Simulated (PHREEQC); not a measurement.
0.083 g of hydrous ferric oxide (600 m²/g; 0.2 weak and 0.005 strong sites per Fe, Dzombak-Morel constants, diffuse double layer) in 1 kg of water with 0.05 mol/kgw of an inert sodium salt and 0.0032 mmol/kgw Na2SO4 and 0.033 mmol/kgw CuSO4, at 25 °C; the pH is set by adding NaOH or the inert anion's acid. O2 is buffered at 0.21 atm. CO2 from the air is kept out. Nothing may precipitate in this run.

Base run: PHREEQC, ion-association model, wateq4f.dat. Each further column changes one thing. The table gives Cu sorbed (%).

```
pH   base  no electrostatic term (-no_edl)  background salt from 0.05 to 0.005 mol/kgw  oxide from 0.083 to 0.42 g/kgw  0.00044 mol/kgw H3BO3 added
---  ----  -------------------------------  ------------------------------------------  ------------------------------  ---------------------------
4     0.9                              1.0                                         1.1                             4.1                          0.9
5    19.0                             25.0                                        20.7                            60.0                         19.0
6    83.9                             94.5                                        86.1                            98.3                         83.9
6.5  96.4                             99.3                                        96.8                            99.7                         96.4
7.5  99.1                             99.8                                        98.9                           100.0                         99.1
8.5  98.8                             98.7                                        98.8                            99.9                         98.8
9.5  98.1                             72.7                                        98.6                            99.9                         98.1
10   97.4                             31.1                                        98.3                            99.9                         97.4
11   92.5                              1.6                                        97.0                            99.6                         92.5
12   62.7                              0.0                                        83.5                            96.4                         62.5
```

In at least one series the solution becomes supersaturated in solids that the run did not let form, among them Cu(OH)2. The database's constant for dissolved Cu(OH)2 is higher than later reviews accept.
